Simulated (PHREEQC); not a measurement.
Dissolve 0.033 mol/kgw KH2PO4, 0.00014 mol/kgw Na2HPO4 and 0.0008 mol/kgw KCl at 73 °C and 500 atm. Closed to the air; pH follows from the charge balance.

All values are PHREEQC results (ion-association model, phreeqc.dat), not measurements.

Q: The ionic strength comes out as 0.0344 mol/kgw. What activity coefficients do Na+, H+, KHPO4-, HPO4-2, Cl- get?

A: Na+ 0.84, H+ 0.86, KHPO4- 0.84, HPO4-2 0.49, Cl- 0.83.

This is a speciation only: nothing precipitates in the calculation. Complexes and solids missing from the database can't appear. Under pressure, the constants of complexes without a molar volume in the database are unreliable. Away from 25 °C the constants follow the database's enthalpies or fits; those with neither stay at their 25 °C values.
